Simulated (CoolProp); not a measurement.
A single-stage vapour-compression cycle with hydrogen chloride: evaporating at 203.15 K (dew point), condensing at 254.15 K (bubble point), superheat 10 K, subcooling 8 K, compressor efficiency 0.8, no pressure losses. Each further row changes one setting.

Computed with CoolProp (reference Helmholtz-energy equation of state, Thol 2018).

```
case                              cooling COP  pressure ratio  discharge temperature (K)  refrigerating effect (kJ/kg)  volumetric capacity (kJ/m³)
--------------------------------  -----------  --------------  -------------------------  ----------------------------  ---------------------------
as stated                                2.43            6.88                      403.5                           362                         1720
evaporating temperature 208.15 K         2.84            5.44                      382.2                           364                         2150
condensing temperature 249.15 K          2.76            5.90                      384.0                           371                         1760
subcooling 13 K                          2.49            6.88                      403.5                           370                         1760
superheat 20 K                           2.36            6.88                      423.6                           370                         1670
compressor efficiency 0.7                2.12            6.88                      428.7                           362                         1720
```
